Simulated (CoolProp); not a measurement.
Vapour-liquid equilibrium of toluene (1) + m-xylene (2) at 0.0188 MPa; x and y are mole fractions of (1).

Model: multi-fluid Helmholtz-energy mixture model, Lemmon 2006 and Zhou 2012; pair parameters Bell 2016, in CoolProp.

### Question
Give the bubble temperature and the first vapour's composition at x = 0.45, 0.65, 0.75. Is there an azeotrope?

### Answer
x = 0.45: 343.4 K, y = 0.696; x = 0.65: 339.1 K, y = 0.832; x = 0.75: 337.3 K, y = 0.885. No azeotrope shows between x = 0.05 and 0.95.

Pair parameters are fitted to limited data, so mixtures are less certain than the pure fluids.
